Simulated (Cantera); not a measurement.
# Thermodynamics of aluminium nitride and oxide growth, feed Al + H2O + N2

Charge: 1 mol Al, 1 mol H2O, 75 mol N2, at 1925 K and 13300 Pa.

These are equilibrium values from Cantera (NASA tables, ideal gas, pure condensed phases), not measurements of a reactor. Candidate condensed phases: Al, AlN, Al2O3, H2O; 35 gas species. Mutual solubility and eutectic melting of coexisting phases are not modelled. Condensed phases not in the tables: aluminium oxynitride. Kinetics and transport are ignored.

```json
{
 "x(N2)": "0.987",
 "x(H2)": "0.0130",
 "x(H)": "0.000299",
 "x(Al)": "9.67e-5",
 "x(Al2O)": "3.46e-5",
 "x(AlH)": "1.34e-6",
 "n(AlN(s))": "0.322 mol",
 "n(Al2O3(s))": "0.332 mol",
 "gas_amount": "75.86 mol",
 "log10 activity of Al(l) (absent)": "-2.36"
}
```
